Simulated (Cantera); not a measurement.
**Ignition delay**

Mixture: 24.0 % CH₃OH, 21.1 % O₂, 54.9 % N₂, at 3750 Torr, adiabatic and at constant pressure. Ignition delay is the time to a rise of 400 K.

Detailed kinetics in Cantera: GRI-Mech 3.0 (53 species, 325 reactions). GRI-Mech 3.0 was tuned for natural gas; its chemistry of methanol as a main component is partial and can be far from experiment.

```tsv
T0 (K)	delay (ms)
1175	3.16
1275	0.632
1375	0.164
1475	0.0529
1575	0.0205
1675	0.00926
```

| Quantity | Value |
|---|---|
| apparent activation energy between 1475 and 1675 K | 180 kJ/mol |
